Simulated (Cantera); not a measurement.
Adiabatic ignition

An adiabatic, constant-pressure homogeneous reactor starts with H2 : O2 : N2 = 1 : 1.28 : 4.82 (molar parts), equivalence ratio 0.39, at 1223 K and 5.00 bar.

Cantera simulation using GRI-Mech 3.0 (53 species, 325 reactions); the numbers are that mechanism's predictions, not measurements. The hydrogen kinetics of GRI-Mech 3.0 are dated; newer H2 mechanisms differ, most at raised pressure.

```tsv
t (s)	T (K)	x H2	x O2	x NO	x HO2	x H2O	x H2O2	x OH
7.00e-6	1223	0.141	0.180	<1e-12	1.46e-5	2.66e-5	9.20e-8	1.62e-6
2.18e-5	2144	0.00186	0.115	2.44e-5	2.20e-5	0.144	7.31e-7	0.00931
6.79e-5	2205	0.000253	0.117	3.21e-5	7.20e-6	0.149	3.95e-7	0.00376
0.000211	2206	0.000233	0.117	4.26e-5	7.10e-6	0.149	3.95e-7	0.00361
0.000658	2206	0.000233	0.117	7.51e-5	7.10e-6	0.149	3.94e-7	0.00361
0.00205	2206	0.000233	0.117	0.000176	7.09e-6	0.149	3.94e-7	0.00361
0.00638	2205	0.000232	0.117	0.000484	7.07e-6	0.149	3.93e-7	0.00360
0.0199	2203	0.000229	0.116	0.00140	7.01e-6	0.149	3.90e-7	0.00357
0.0619	2198	0.000224	0.115	0.00373	6.84e-6	0.149	3.83e-7	0.00349
0.193	2191	0.000215	0.113	0.00730	6.59e-6	0.149	3.73e-7	0.00337
0.600	2188	0.000212	0.113	0.00864	6.50e-6	0.149	3.69e-7	0.00333
```
x: mole fraction; the columns are a selection and need not sum to one.

| Quantity | Result |
|---|---|
| time of steepest temperature rise | 13.7 µs |
| temperature at 0.600 s | 2188 K |
| equilibrium temperature | 2188 K |
| x(H2) at 0.600 s | 0.000212 (gas-phase equilibrium 0.000212) |
| x(O2) at 0.600 s | 0.113 (gas-phase equilibrium 0.113) |
| x(NO) at 0.600 s | 0.00864 (gas-phase equilibrium 0.00866) |
